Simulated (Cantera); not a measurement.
Feed: 1 mol MgO, 0.93 mol Cl2, 0.097 mol H2, held at 1425 K and 0.370 bar.

Equilibrium computed with Cantera from the NASA thermochemical tables; the gas is ideal and each condensed phase is pure. Candidate condensed phases: H2O, Mg, MgCl2, MgO, Mg(OH)2; 22 gas species. Kinetics and transport are ignored.

Base state: Cl2 0.494, MgCl2 0.200, HCl 0.165, O2 0.0998, Cl 0.0397, H2O 0.000427, ClO 0.000207 (mole fractions); condensed: MgO(s).

Task: What changes in the equilibrium state with this change: Cl2 from 0.93 to 0.2 mol?

Result: 
```json
[
 {"species": "HCl", "before": "0.165", "after": "0.591"},
 {"species": "Cl2", "before": "0.494", "after": "0.206"},
 {"species": "MgCl2", "before": "0.200", "after": "0.115"},
 {"species": "O2", "before": "0.0998", "after": "0.0526"},
 {"species": "Cl", "before": "0.0397", "after": "0.0256"},
 {"species": "H2O", "before": "0.000427", "after": "0.00951"},
 {"species": "OH", "before": "2.74e-6", "after": "1.10e-5"},
 {"species": "HOCl", "before": "9.39e-6", "after": "2.44e-5"},
 {"species": "ClO", "before": "0.000207", "after": "9.72e-5"},
 {"species": "MgO(s), mol", "before": "0.766", "after": "0.964"}
]
```

Task: What changes in the equilibrium state with this change: Cl2 from 0.93 to 0.19 mol?

Result: 
```json
[
 {"species": "HCl", "before": "0.165", "after": "0.613"},
 {"species": "Cl2", "before": "0.494", "after": "0.192"},
 {"species": "MgCl2", "before": "0.200", "after": "0.110"},
 {"species": "H2O", "before": "0.000427", "after": "0.0106"},
 {"species": "O2", "before": "0.0998", "after": "0.0497"},
 {"species": "Cl", "before": "0.0397", "after": "0.0247"},
 {"species": "OH", "before": "2.74e-6", "after": "1.15e-5"},
 {"species": "HOCl", "before": "9.39e-6", "after": "2.45e-5"},
 {"species": "ClO", "before": "0.000207", "after": "9.12e-5"},
 {"species": "MgO(s), mol", "before": "0.766", "after": "0.966"}
]
```
